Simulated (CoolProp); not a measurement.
Model: reference Helmholtz-energy equation of state, Thol 2022, in CoolProp.

**Question.** Give the vapour pressure (MPa), liquid density (kg/m³), vapour density (kg/m³), enthalpy of vaporisation (kJ/kg) of saturated vinyl chloride at 63.05 °C.

**Answer.** 
```json
[
 {"T (°C)": "63.05", "p (MPa)": "1.07", "liquid density (kg/m³)": "823", "vapour density (kg/m³)": "28.3", "enthalpy of vaporisation (kJ/kg)": "284"}
]
```
